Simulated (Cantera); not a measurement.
# Stirred combustor or abatement burner

A perfectly stirred reactor is fed with 3.07 % C2H6, 19.5 % O2, 73.4 % N2, 3.99 % CO2, equivalence ratio 0.55, at 743 Torr; it is adiabatic with a 500 K inlet, and is followed from long to short residence time, starting on the burning branch (τ in s: 0.41, 0.16, 0.061, 0.023, 0.0089, 0.0034, 0.0013, 0.0005, 0.00019, 7.3e-05, 2.8e-05).

Cantera simulation using GRI-Mech 3.0 (53 species, 325 reactions); the numbers are that mechanism's predictions, not measurements.

```
τ (s)    T (K)   x C2H6    x O2   x CO2      x CO     x NO    x CH2
-------  -----  -------  ------  ------  --------  -------  -------
0.41      1690  6.68e-7  0.0864  0.0996  0.000208  1.30e-5  3.35e-9
0.16      1687  1.27e-6  0.0864  0.0994  0.000381  1.17e-5  7.97e-9
0.061     1682  2.41e-6  0.0865  0.0990  0.000708  1.00e-5  1.98e-8
0.023     1674  4.59e-6  0.0867  0.0983   0.00131  7.85e-6  5.03e-8
0.0089    1660  8.66e-6  0.0870  0.0971   0.00236  5.86e-6  1.23e-7
0.0034    1638  1.70e-5  0.0878  0.0950   0.00424  4.38e-6  2.96e-7
0.0013    1601  3.63e-5  0.0894  0.0913   0.00762  3.25e-6  6.83e-7
0.00050   1538  9.59e-5  0.0933  0.0838    0.0143  1.88e-6  1.60e-6
0.00019    500   0.0307   0.195  0.0399    <1e-12   <1e-12   <1e-12
7.3e-5     500   0.0307   0.195  0.0399    <1e-12   <1e-12   <1e-12
2.8e-5     500   0.0307   0.195  0.0399    <1e-12   <1e-12   <1e-12
```
x: mole fraction; the columns are a selection and need not sum to one.
